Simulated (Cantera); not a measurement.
A Cantera script and its output.

```python
import numpy as np
import cantera as ct

gas = ct.Solution("gri30.yaml")
gas.TPX = 1723, 2300, {'C2H6': 1, 'N2': 150}
reactor = ct.IdealGasConstPressureReactor(gas, energy="off", clone=False)
net = ct.ReactorNet([reactor])
net.rtol, net.atol = 1e-08, 1e-18
show = ['C2H6', 'C2H2', 'CH3', 'H', 'CH4', 'CH2', 'H2']
times = np.geomspace(1e-05, 20, 10)

steps = ct.SolutionArray(gas, extra=["t"])
rows = []
print(f"{'t/s':>10s}{'T/K':>9s}{'P/Pa':>11s}" + "".join(f"{s:>11s}" for s in show))
for t in times:
    while net.time < t:
        t_next = net.step()
        steps.append(gas.state, t=t_next)
    rows.append([np.interp(t, steps.t, y) for y in (steps.T, steps.P, *steps(*show).X.T)])
    print(f"{t:10.3e}{rows[-1][0]:9.1f}{rows[-1][1]:11.4g}" + "".join(f"{x:11.3e}" for x in rows[-1][2:]))
rate = np.gradient(steps.T, steps.t)
print("integrator steps:", len(steps.t))
if steps.T.max() > steps.T[0] + 200:
    print(f"time of steepest temperature rise: {steps.t[rate.argmax()]:.4e} s")
gas.TPX = 1723, 2300, {'C2H6': 1, 'N2': 150}
gas.equilibrate("TP")
print(f"equilibrium (TP): T = {gas.T:.1f} K  " + "  ".join(f"{s} {gas[s].X[0]:.3e}" for s in show))
```

Output:

```
       t/s      T/K       P/Pa       C2H6       C2H2        CH3          H        CH4        CH2         H2
 1.000e-05   1723.0       2300  6.536e-03  2.949e-12  1.717e-04  1.680e-07  1.137e-07  9.883e-10  1.458e-08
 5.013e-05   1723.0       2300  6.196e-03  8.315e-10  8.330e-04  3.213e-06  2.803e-06  1.247e-07  9.444e-07
 2.513e-04   1723.0       2300  4.561e-03  2.243e-06  3.334e-03  1.664e-04  6.220e-05  9.774e-06  2.013e-04
 1.260e-03   1723.0       2300  2.288e-04  1.710e-03  3.101e-03  8.778e-04  6.524e-04  3.408e-05  5.444e-03
 6.316e-03   1723.0       2300  1.009e-06  5.658e-03  3.708e-04  4.043e-04  5.995e-04  7.087e-06  1.124e-02
 3.166e-02   1723.0       2300  1.084e-07  6.255e-03  1.111e-04  2.012e-04  3.576e-04  1.538e-06  1.231e-02
 1.587e-01   1723.0       2300  1.611e-08  6.375e-03  4.052e-05  1.246e-04  2.079e-04  3.875e-07  1.266e-02
 7.958e-01   1723.0       2300  2.420e-09  6.441e-03  1.541e-05  1.019e-04  9.682e-05  1.243e-07  1.286e-02
 3.989e+00   1723.0       2300  1.534e-10  6.477e-03  3.921e-06  1.134e-04  2.221e-05  3.558e-08  1.298e-02
 2.000e+01   1723.0       2300  5.873e-13  6.483e-03  2.448e-07  1.328e-04  1.184e-06  2.620e-09  1.300e-02
integrator steps: 1216
equilibrium (TP): T = 1723.0 K  C2H6 3.173e-15  C2H2 4.433e-04  CH3 1.620e-08  H 1.381e-04  CH4 7.534e-08  CH2 1.813e-10  H2 1.300e-02
```

Model: GRI-Mech 3.0 (53 species, 325 reactions), integrated in Cantera. GRI-Mech 3.0 stops at C3 and has no aromatics, soot or wall deposition, so with more carbon than oxygen in the feed, carbon stays in small species such as C2H2 where larger ones or solid carbon would form. Radical loss at walls, strong at low pressure, is not modelled.
